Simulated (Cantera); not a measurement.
Charge: 1 mol HgO, 2.2 mol N2, 1.1 mol H2, at 500 K and 0.00290 bar.

These are equilibrium values from Cantera (NASA tables, ideal gas, pure condensed phases), not measurements of a reactor. Candidate condensed phases: H2O, Hg, HgO; 25 gas species. Equilibrium is a limit: real reactors are often held back by kinetics, nucleation or transport.

Base state: N2 0.512, H2O 0.233, Hg 0.233, H2 0.0233 (mole fractions); condensed: gas only.

### Question
What changes in the equilibrium state with this change: H2 from 1.1 to 0.16 mol?

### Answer
```tsv
species	before	after
N2	0.512	0.700
Hg	0.233	0.183
O2	<1e-9	0.0659
H2O	0.233	0.0509
H2	0.0233	<1e-9
HgO(s), mol	0	0.426
```

### Question
What changes in the equilibrium state with this change: H2 from 1.1 to 0.057 mol?

### Answer
```json
[
 {"species": "N2", "before": "0.512", "after": "0.735"},
 {"species": "Hg", "before": "0.233", "after": "0.171"},
 {"species": "O2", "before": "<1e-9", "after": "0.0758"},
 {"species": "H2O", "before": "0.233", "after": "0.0190"},
 {"species": "H2", "before": "0.0233", "after": "<1e-9"},
 {"species": "HgO(s), mol", "before": "0", "after": "0.489"}
]
```
